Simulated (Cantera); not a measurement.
Feed: 1 mol SiCl4, 0.76 mol HCl, 16 mol H2, at 1075 °C and 0.130 bar.

Cantera equilibrium calculation (NASA polynomials, part measured and part estimated; ideal gas, pure solids and liquids). Candidate condensed phases: Si; 19 gas species. The tables' values for SiCl3 are old estimates; treat these amounts as uncertain. Rates play no part.

Base state: H2 0.836, HCl 0.109, SiCl2 0.0264, SiCl4 0.0135, SiCl3 0.00843, SiHCl3 0.00588, SiH2Cl2 0.000372 (mole fractions); condensed: gas only.

Question: What changes in the equilibrium state with this change: temperature from 1075 °C to 1350 °C?

Answer: 
```json
[
 {"species": "H2", "before": "0.836", "after": "0.804"},
 {"species": "HCl", "before": "0.109", "after": "0.143"},
 {"species": "SiCl2", "before": "0.0264", "after": "0.0490"},
 {"species": "SiCl4", "before": "0.0135", "after": "0.000541"},
 {"species": "SiCl", "before": "1.27e-7", "after": "1.06e-5"},
 {"species": "Cl", "before": "6.41e-7", "after": "2.41e-5"},
 {"species": "H", "before": "5.88e-6", "after": "0.000172"}
]
```
The tables' values for SiCl3, SiCl are old estimates; treat these amounts as uncertain.
